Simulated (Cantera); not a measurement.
A perfectly stirred reactor is fed with CO : O2 : H2O : N2 = 0.0017 : 0.0052 : 0.011 : 1 (molar parts), at 1.00 bar; it is held at 1350 K, and followed from long to short residence time.

Cantera simulation using GRI-Mech 3.0 (53 species, 325 reactions); the numbers are that mechanism's predictions, not measurements.

Question: What does this change do: CO 0.0017 to 0.0033 parts?

Answer: 
| quantity | before | after |
|---|---|---|
| x(CO) at τ = 1.00 s | 2.47e-5 | 4.17e-5 |
| x(O2) at τ = 1.00 s | 0.00428 | 0.00350 |
| x(H2O) at τ = 1.00 s | 0.0108 | 0.0108 |
| x(H2O2) at τ = 1.00 s | 5.44e-9 | 7.95e-9 |
| x(H) at τ = 1.00 s | 6.26e-7 | 1.45e-6 |
| x(CO) at τ = 36.0 ms | 0.000220 | 0.000369 |
| x(O2) at τ = 36.0 ms | 0.00438 | 0.00367 |
| x(H2O) at τ = 36.0 ms | 0.0107 | 0.0107 |
| x(H2O2) at τ = 36.0 ms | 3.02e-8 | 4.22e-8 |
| x(H) at τ = 36.0 ms | 1.29e-5 | 2.98e-5 |
